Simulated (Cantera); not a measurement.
Feed: 1 mol Al2O3, 0.43 mol O2, held at 0.830 bar.

Cantera equilibrium calculation (NASA polynomials, part measured and part estimated; ideal gas, pure solids and liquids). Candidate condensed phases: Al, Al2O3; 9 gas species. Rates play no part.

x: gas mole fraction; n: condensed amount in mol.

| T (K) | x O2 | x O | x O3 | x AlO | x AlO2 | n Al2O3(s) | n Al2O3(l) |
|---|---|---|---|---|---|---|---|
| 1948 | 1.000 | 0.000487 | 4.16e-8 | <1e-12 | ? | 1.00 | 0 |
| 2048 | 0.999 | 0.00105 | 6.50e-8 | 1.32e-11 | ? | 1.00 | 0 |
| 2148 | 0.998 | 0.00211 | 9.77e-8 | 1.46e-10 | ? | 1.00 | 0 |
| 2248 | 0.996 | 0.00399 | 1.42e-7 | 1.30e-9 | ? | 1.00 | 0 |
| 2348 | 0.993 | 0.00714 | 2.00e-7 | 9.32e-9 | ? | 0 | 1.00 |
| 2448 | 0.988 | 0.0122 | 2.74e-7 | 5.17e-8 | ? | 0 | 1.00 |
| 2548 | 0.980 | 0.0199 | 3.66e-7 | 2.48e-7 | ? | 0 | 1.00 |

Question: Some entries are withheld; supply them.

Answer: 
- 1948, x AlO2: 5.37e-12
- 2048, x AlO2: 4.90e-11
- 2148, x AlO2: 3.62e-10
- 2248, x AlO2: 2.23e-9
- 2348, x AlO2: 1.14e-8
- 2448, x AlO2: 4.64e-8
- 2548, x AlO2: 1.67e-7
